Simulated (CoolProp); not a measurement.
Properties of R1123 at several states (Tc = 331.7 K, pc = 4549 kPa, ω = 0.243).

The numbers come from the reference Helmholtz-energy equation of state, Akasaka 2020 in CoolProp.

| T (K) | p (kPa) | phase | density (kg/m³) | expansivity (1/kK) | fugacity coefficient |
|---|---|---|---|---|---|
| 315.9 | 910 | gas | 31.15 | 4.285 | 0.9186 |
| 382.3 | 16100 | supercritical | 754.2 | 6.498 | 0.4710 |
| 257.7 | 20000 | liquid | 1259 | 2.283 | 0.05402 |
| 457.8 | 20000 | supercritical | 557.2 | 4.844 | 0.6759 |
| 354.1 | 1810 | gas | 57.26 | 4.320 | 0.8913 |
| 329.9 | 500 | gas | 15.58 | 3.476 | 0.9611 |
